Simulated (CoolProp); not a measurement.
Properties of R134a along the isotherm 181.85 °C (Tc = 101.1 °C, pc = 4.059 MPa, ω = 0.327).

Computed with CoolProp (reference Helmholtz-energy equation of state, Tillner-Roth 1994).

```
p (MPa)  phase  cp (kJ/(kg K))  expansivity (1/kK)  viscosity (µPa s)
-------  -----  --------------  ------------------  -----------------
0.145      gas           1.095               2.250               17.8
0.29       gas           1.100               2.304               17.8
0.435      gas           1.104               2.359               17.9
0.58       gas           1.109               2.416               17.9
0.725      gas           1.114               2.475               18.0
0.87       gas           1.120               2.535               18.0
1.01       gas           1.125               2.595               18.1
1.16       gas           1.131               2.661               18.1
1.3        gas           1.136               2.725               18.2
1.45       gas           1.142               2.795               18.3
1.59       gas           1.148               2.863               18.3
1.74       gas           1.154               2.938               18.4
1.88       gas           1.160               3.010               18.5
2.03       gas           1.167               3.089               18.6
```

Viscosity comes from a separate model (Huber 2003), an estimate that may be off by 10 % or more.
